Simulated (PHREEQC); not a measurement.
**Spent oxide etchant: speciation**

Make-up at 25 °C: 0.0015 mol/kgw NH4HF2, 0.055 mol/kgw (NH4)2SiF6, 3.2e-05 mol/kgw H3PO4, 0.00089 mol/kgw H2SO4 and 0.057 mol/kgw NH4F. Closed to the air; pH follows from the charge balance.

Computed with PHREEQC (ion-association model, phreeqc.dat).

Precipitation was switched off in this run.

Q: Predict the pH.

A: pH 4.32.

Q: In which forms is F present?

A: SiF6-2 85 %, F- 14 %, HF 0.7 % of the F.

Species that the database lacks are ignored. SiF6-2 is the database's only silicon fluoride.
